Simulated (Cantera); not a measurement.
**Hydrocarbon pyrolysis for carbon deposition**

An isothermal, constant-pressure homogeneous reactor starts with CH4 : N2 = 1 : 55 (molar parts), at 1300 K and 1330 Pa.

Cantera simulation using GRI-Mech 3.0 (53 species, 325 reactions); the numbers are that mechanism's predictions, not measurements. GRI-Mech 3.0 stops at C3 and has no aromatics, soot or wall deposition, so with more carbon than oxygen in the feed, carbon stays in small species such as C2H2 where larger ones or solid carbon would form. Radical loss at walls, strong at low pressure, is not modelled.

```csv
t (s),x CH4,x CH3,x C2H,x C2H2,x C2H6,x H2
7.00e-5,0.0179,5.24e-11,<1e-12,<1e-12,<1e-12,3.90e-12
0.000270,0.0179,2.37e-10,<1e-12,<1e-12,<1e-12,5.00e-11
0.00104,0.0179,1.19e-9,<1e-12,<1e-12,<1e-12,4.61e-10
0.00403,0.0179,5.31e-9,<1e-12,<1e-12,<1e-12,2.51e-9
0.0156,0.0179,2.13e-8,<1e-12,<1e-12,<1e-12,1.05e-8
0.0602,0.0179,8.32e-8,<1e-12,<1e-12,7.00e-12,4.15e-8
0.233,0.0179,3.21e-7,<1e-12,<1e-12,3.86e-10,1.61e-7
0.898,0.0179,1.21e-6,<1e-12,6.04e-11,1.74e-8,6.48e-7
3.47,0.0179,3.96e-6,<1e-12,1.28e-8,4.19e-7,3.59e-6
13.4,0.0178,1.02e-5,<1e-12,1.98e-6,3.58e-6,4.61e-5
51.8,0.0173,1.54e-5,3.19e-12,0.000126,8.54e-6,0.000657
200,0.0156,1.17e-5,1.79e-11,0.00101,4.81e-6,0.00323
```
x: mole fraction; the columns are a selection and need not sum to one.

Equilibrium at this temperature and pressure: CH4 2.17e-5, CH3 2.53e-8, C2H 3.71e-11, C2H2 0.00139, C2H6 2.44e-11, H2 0.0263 (gas phase only).
